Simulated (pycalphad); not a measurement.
All values are pycalphad results on the COST 507 light-alloy database (1999) (1 atm), not direct measurements. These are 1990s assessments: newer ones move some temperatures and phases. The system is extrapolated from its subsystems; higher-order compounds may be missing. Amounts are mole fractions of atoms. Kinetics are ignored, which matters at the lower temperatures.

**Question.** Give the equilibrium state of Ti-1.54Al-0.28C (at.%) at 770 K.

**Answer.** 
```
T = 770.00 K, P = 101325 Pa, N = 1 mol of atoms
G = -32965 J/mol, H = 11013 J/mol, S = 57.11 J/(mol K)  (SER reference)
chemical potentials (J/mol): Ti -30773, Al -136850, C -230318
phase             fraction      x(Ti)      x(Al)       x(C)
HCP_A3              0.9945     0.9837     0.0155   0.000832
FCC_A1              0.0055     0.6390   6.39e-15     0.3610
```

FCC_A1 is fcc; HCP_A3 is hcp. The fcc model also describes the rock-salt carbide or nitride (TiC, TiN, HfC).
